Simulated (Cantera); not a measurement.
An adiabatic, constant-volume homogeneous reactor starts with C₂H₄ : O₂ : N₂ : CO₂ = 1 : 1.36 : 5.13 : 0.3 (molar parts), equivalence ratio 2.2, at 1475 K and 22000 Pa. Integrator tolerance rtol = 1e-08.

Model: GRI-Mech 3.0 (53 species, 325 reactions), integrated in Cantera. GRI-Mech 3.0 was tuned for natural gas; its chemistry of ethylene as a main component is partial and can be far from experiment.

```tsv
quantity	before	after
time of steepest temperature rise	0.130 ms	1.14 ms
temperature at 6.00 s	2772 K	2643 K
equilibrium temperature	2772 K	2643 K
x(C₂H₄) at 6.00 s	<1e-12 (gas-phase equilibrium <1e-12)	<1e-12 (gas-phase equilibrium <1e-12)
x(O₂) at 6.00 s	0.000341 (gas-phase equilibrium 0.000341)	0.000100 (gas-phase equilibrium 0.000100)
x(CO₂) at 6.00 s	0.0212 (gas-phase equilibrium 0.0212)	0.0225 (gas-phase equilibrium 0.0225)
x(H₂) at 6.00 s	0.112 (gas-phase equilibrium 0.112)	0.118 (gas-phase equilibrium 0.118)
x(CH₃) at 6.00 s	6.50e-12 (gas-phase equilibrium 7.33e-12)	9.08e-12 (gas-phase equilibrium 1.01e-11)
x(NO) at 6.00 s	0.00117 (gas-phase equilibrium 0.00117)	0.000528 (gas-phase equilibrium 0.000528)
x(C₂H₂) at 6.00 s	<1e-12 (gas-phase equilibrium <1e-12)	<1e-12 (gas-phase equilibrium <1e-12)
```

**Question.** Which change was made?
A. initial temperature 1475 to 1175 K
B. pressure from 22000 Pa to 100000 Pa
C. initial temperature 1475 to 1375 K
D. initial temperature 1475 to 1750 K

**Answer.** A, initial temperature 1475 to 1175 K
